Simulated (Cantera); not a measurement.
## Ignition delay

Mixture: CH4 : O2 : N2 : CO2 = 1 : 1.11 : 4.78 : 1.6 (molar parts), equivalence ratio 1.8, at 900 Torr, adiabatic and at constant pressure. Ignition delay is the time to a rise of 400 K.

Computed with Cantera and GRI-Mech 3.0 (53 species, 325 reactions).

| T0 (K) | delay (ms) |
|---|---|
| 1200 | 87.4 |
| 1275 | 31.9 |
| 1350 | 12.3 |
| 1425 | 4.97 |
| 1500 | 2.12 |
| 1575 | 0.966 |
| 1650 | 0.476 |
| 1725 | 0.255 |

```yaml
apparent activation energy between 1575 and 1725 K: 200 kJ/mol
```
